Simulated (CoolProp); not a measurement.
Aqueous ethanol as a coolant, at 36 °C, 1 atm.

Values from CoolProp's Melinder's fits for secondary coolants.

| mass % | freezing point (°C) | viscosity (mPa s) | density (kg/m³) | Prandtl number | conductivity (W/(m K)) |
|---|---|---|---|---|---|
| 4.1 | -1.7 | 0.813 | [?] | 5.78 | 0.592 |
| 8 | -3.4 | 0.925 | 979.5 | 6.98 | [?] |
| 11.9 | -5.4 | 1.05 | 973.5 | 8.39 | 0.535 |
| 15.8 | -7.9 | 1.17 | 967.6 | 9.94 | 0.508 |
| 19.7 | -10.9 | 1.29 | 961.5 | 11.6 | 0.483 |
| 23.7 | -14.3 | 1.40 | 955.0 | 13.2 | 0.458 |
| 27.6 | -17.9 | 1.49 | [?] | 14.7 | 0.435 |
| 31.5 | [?] | 1.56 | 940.9 | 16.0 | 0.413 |
| 35.4 | -25.3 | 1.61 | 933.1 | 17.2 | [?] |
| 39.3 | [?] | 1.65 | 924.9 | 18.2 | 0.371 |
| 43.2 | [?] | 1.66 | 916.3 | 19.1 | 0.352 |

Complete the blanks.


- 4.1, density (kg/m³): 986.0
- 8, conductivity (W/(m K)): 0.563
- 27.6, density (kg/m³): 948.2
- 31.5, freezing point (°C): -21.6
- 35.4, conductivity (W/(m K)): 0.392
- 39.3, freezing point (°C): -28.9
- 43.2, freezing point (°C): -32.3
